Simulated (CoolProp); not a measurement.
Propane along the isobar 908 kPa: fugacity coefficient from the reference equation and from simpler models built on Tc = 369.9 K, pc = 4251 kPa, ω = 0.152; each cubic takes its own stable root.

Computed with CoolProp (reference Helmholtz-energy equation of state, Lemmon 2009).

| T (K) | phase | reference |
|---|---|---|
| 266.6 | liquid | 0.3962 |
| 295 | liquid | 0.8296 |
| 323.5 | gas | 0.8901 |
| 351.9 | gas | 0.9159 |
| 380.3 | gas | 0.9344 |
| 408.8 | gas | 0.9480 |
| 437.2 | gas | 0.9583 |
| 465.6 | gas | 0.9663 |
| 494.1 | gas | 0.9726 |
| 522.5 | gas | 0.9777 |
| 551 | gas | 0.9818 |
| 579.4 | gas | 0.9852 |

Problem. How far does each simpler model (van der Waals, Redlich-Kwong, Soave-Redlich-Kwong, Peng-Robinson) lie from the reference over these 12 states: mean and median of the absolute difference, and the worst?

Solution. 
- van der Waals: mean 11.0 %, median 0.5 %, worst +117.9 % at 266.6 K and 908 kPa
- Redlich-Kwong: mean 2.3 %, median 0.3 %, worst +21.3 % at 266.6 K and 908 kPa
- Soave-Redlich-Kwong: mean 0.3 %, median 0.1 %, worst +1.5 % at 295 K and 908 kPa
- Peng-Robinson: mean 0.5 %, median 0.5 %, worst -0.8 % at 351.9 K and 908 kPa

At some of these states van der Waals, Redlich-Kwong gives the other phase, because its saturation line lies elsewhere.
